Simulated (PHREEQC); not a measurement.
Solution A (0.02 mol NaHCO3, 4.7e-05 mol Na2B4O7 and 7.9e-05 mol NaCl per kg of water) is mixed with solution B (0.0014 mol Ag2SO4 and 0.00066 mol HNO3 per kg of water) at 25 °C; shares are by mass of water, 1 kg in all. Oxygen alone is held at its pressure in air (log pO2 = -0.68). The system is closed to CO2. The run lets Cerargyrite, Ag2O, Ag2CO3, Ag2SO4, Halite, Mirabilite, Nahcolite, Natron precipitate or redissolve, and no other solid.

All values are PHREEQC results (ion-association model, wateq4f.dat), not measurements.

Predict pH, Cerargyrite (mol) at share of solution B = 0.2, 0.8, 0.9.


```
share of solution B    pH  Cerargyrite (mol)
-------------------  ----  -----------------
0.2                  8.06            6.23e-5
0.8                  7.14            1.54e-5
0.9                  6.70            7.48e-6
```

Complexes and solids missing from the database can't appear.
